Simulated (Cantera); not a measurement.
## TiO2 + HCl (oxide etching and cleaning by halides)

A closed system holds: 1 mol TiO2, 1.7 mol HCl, equilibrated at 0.133 bar.

Equilibrium computed with Cantera from the NASA thermochemical tables; the gas is ideal and each condensed phase is pure. Candidate condensed phases: H2O, Ti, TiCl2, TiCl3, TiCl4, TiO, TiO2, Ti2O3, Ti3O5, Ti4O7; 23 gas species. Equilibrium is a limit: real reactors are often held back by kinetics, nucleation or transport.

From 975 °C to 1325 °C the condensed part is TiO2(rutile). The main Ti-bearing gas is TiCl4 throughout.

```json
[
 {"T (°C)": "975", "x HCl": "0.994", "x H2O": "0.00402", "x Cl": "0.000116", "x TiCl4": "0.00201", "x H2": "8.76e-5", "x TiCl3": "2.18e-6", "x Cl2": "3.07e-5", "x TiOCl2": "1.35e-8", "n TiO2(rutile)": "0.997"},
 {"T (°C)": "1025", "x HCl": "0.993", "x H2O": "0.00431", "x Cl": "0.000208", "x TiCl4": "0.00215", "x H2": "0.000140", "x TiCl3": "4.71e-6", "x Cl2": "3.87e-5", "x TiOCl2": "4.25e-8", "n TiO2(rutile)": "0.996"},
 {"T (°C)": "1075", "x HCl": "0.992", "x H2O": "0.00459", "x Cl": "0.000354", "x TiCl4": "0.00229", "x H2": "0.000220", "x TiCl3": "9.65e-6", "x Cl2": "4.75e-5", "x TiOCl2": "1.23e-7", "n TiO2(rutile)": "0.996"},
 {"T (°C)": "1125", "x HCl": "0.992", "x H2O": "0.00487", "x Cl": "0.000578", "x TiCl4": "0.00242", "x H2": "0.000336", "x TiCl3": "1.89e-5", "x Cl2": "5.68e-5", "x TiOCl2": "3.29e-7", "n TiO2(rutile)": "0.996"},
 {"T (°C)": "1175", "x HCl": "0.991", "x H2O": "0.00514", "x Cl": "0.000909", "x TiCl4": "0.00254", "x H2": "0.000503", "x TiCl3": "3.52e-5", "x Cl2": "6.66e-5", "x TiOCl2": "8.18e-7", "n TiO2(rutile)": "0.996"},
 {"T (°C)": "1225", "x HCl": "0.990", "x H2O": "0.00541", "x Cl": "0.00138", "x TiCl4": "0.00264", "x H2": "0.000737", "x TiCl3": "6.28e-5", "x Cl2": "7.68e-5", "x TiOCl2": "1.91e-6", "n TiO2(rutile)": "0.995"},
 {"T (°C)": "1275", "x HCl": "0.988", "x H2O": "0.00569", "x Cl": "0.00205", "x TiCl4": "0.00273", "x H2": "0.00106", "x TiCl3": "0.000108", "x Cl2": "8.75e-5", "x TiOCl2": "4.21e-6", "n TiO2(rutile)": "0.995"},
 {"T (°C)": "1325", "x HCl": "0.987", "x H2O": "0.00597", "x Cl": "0.00295", "x TiCl4": "0.00280", "x H2": "0.00148", "x TiCl3": "0.000178", "x Cl2": "9.86e-5", "x TiOCl2": "8.79e-6", "n TiO2(rutile)": "0.995"}
]
```
x: gas mole fraction; n: condensed amount in mol.
